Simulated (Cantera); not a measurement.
Feed: 1 mol Zr, 0.56 mol NH3, 2.1 mol N2, held at 2773.15 K and 1.33 mbar.

These are equilibrium values from Cantera (NASA tables, ideal gas, pure condensed phases), not measurements of a reactor. Candidate condensed phases: Zr, ZrN; 11 gas species. ZrN: taken at fixed stoichiometry. Rates play no part.

Base state: N2 0.546, H 0.404, H2 0.0394, Zr 0.0106, N 5.79e-5 (mole fractions); condensed: ZrN(s).

**Question.** What changes in the equilibrium state with this change: N2 from 2.1 to 0.39 mol?

**Answer.** 
```csv
species,before,after
H,0.404,0.734
H2,0.0394,0.130
N2,0.546,0.112
Zr,0.0106,0.0234
N,5.79e-5,2.63e-5
"ZrN(s), mol",0.963,0.960
```
